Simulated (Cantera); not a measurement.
An isothermal, constant-pressure homogeneous reactor starts with NH3 : N2 = 1 : 7.7 (molar parts), at 1525 K and 0.0168 atm. Integrator tolerance rtol = 1e-08.

Computed with Cantera and the gas-phase N/H chemistry of the illustrative SiF4/NH3 mechanism in the Surface Chemkin manual (1991). Walls and surfaces, which speed up NH3 decomposition in real reactors, are not modelled.

Problem. What does this change do: temperature 1525 to 2075 K?

Solution. 
| quantity | before | after |
|---|---|---|
| x(NH3) at 5.00 s | 0.112 (gas-phase equilibrium 5.39e-8) | 6.40e-5 (gas-phase equilibrium 1.61e-8) |
| x(H) at 5.00 s | 8.46e-7 (gas-phase equilibrium 7.18e-5) | 0.00209 (gas-phase equilibrium 0.00797) |
| x(NH) at 5.00 s | 3.41e-7 (gas-phase equilibrium 2.36e-12) | 1.06e-6 (gas-phase equilibrium 4.04e-9) |
| x(N2) at 5.00 s | 0.884 (gas-phase equilibrium 0.845) | 0.844 (gas-phase equilibrium 0.842) |
| x(N) at 5.00 s | 6.79e-9 (gas-phase equilibrium <1e-12) | 1.21e-6 (gas-phase equilibrium 1.79e-8) |
| x(H2) at 5.00 s | 0.00391 (gas-phase equilibrium 0.155) | 0.153 (gas-phase equilibrium 0.150) |

Problem. What does this change do: temperature 1525 to 2375 K?

Solution. 
```json
[
 {"quantity": "x(NH3) at 5.00 s", "before": "0.112 (gas-phase equilibrium 5.39e-8)", "after": "9.93e-9 (gas-phase equilibrium 8.87e-9)"},
 {"quantity": "x(H) at 5.00 s", "before": "8.46e-7 (gas-phase equilibrium 7.18e-5)", "after": "0.0360 (gas-phase equilibrium 0.0395)"},
 {"quantity": "x(NH) at 5.00 s", "before": "3.41e-7 (gas-phase equilibrium 2.36e-12)", "after": "4.65e-8 (gas-phase equilibrium 5.14e-8)"},
 {"quantity": "x(N2) at 5.00 s", "before": "0.884 (gas-phase equilibrium 0.845)", "after": "0.830 (gas-phase equilibrium 0.829)"},
 {"quantity": "x(N) at 5.00 s", "before": "6.79e-9 (gas-phase equilibrium <1e-12)", "after": "4.87e-7 (gas-phase equilibrium 6.01e-7)"},
 {"quantity": "x(H2) at 5.00 s", "before": "0.00391 (gas-phase equilibrium 0.155)", "after": "0.134 (gas-phase equilibrium 0.132)"}
]
```

Problem. What does this change do: temperature 1525 to 1900 K?

Solution. 
| quantity | before | after |
|---|---|---|
| x(NH3) at 5.00 s | 0.112 (gas-phase equilibrium 5.39e-8) | 0.0179 (gas-phase equilibrium 2.23e-8) |
| x(H) at 5.00 s | 8.46e-7 (gas-phase equilibrium 7.18e-5) | 0.000195 (gas-phase equilibrium 0.00240) |
| x(NH) at 5.00 s | 3.41e-7 (gas-phase equilibrium 2.36e-12) | 4.21e-6 (gas-phase equilibrium 6.08e-10) |
| x(N2) at 5.00 s | 0.884 (gas-phase equilibrium 0.845) | 0.851 (gas-phase equilibrium 0.844) |
| x(N) at 5.00 s | 6.79e-9 (gas-phase equilibrium <1e-12) | 8.65e-7 (gas-phase equilibrium 1.39e-9) |
| x(H2) at 5.00 s | 0.00391 (gas-phase equilibrium 0.155) | 0.130 (gas-phase equilibrium 0.153) |
